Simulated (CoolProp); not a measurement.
Vapour-liquid equilibrium of CH2F2 (R32) (1) + R123 (2) at 2.59 bar; x and y are mole fractions of (1).

Computed with CoolProp (multi-fluid Helmholtz-energy mixture model, Tillner-Roth 1997 and Younglove 1994; pair parameters Bell 2016).

Question: Give the bubble temperature and the first vapour's composition at x = 0.35, 0.65, 0.95. Is there an azeotrope?

Answer: x = 0.35: 262.0 K, y = 0.942; x = 0.65: 250.1 K, y = 0.979; x = 0.95: 243.0 K, y = 0.997. No azeotrope shows between x = 0.05 and 0.95.

The pair parameters rest on a limited set of measurements; away from them the model extrapolates.
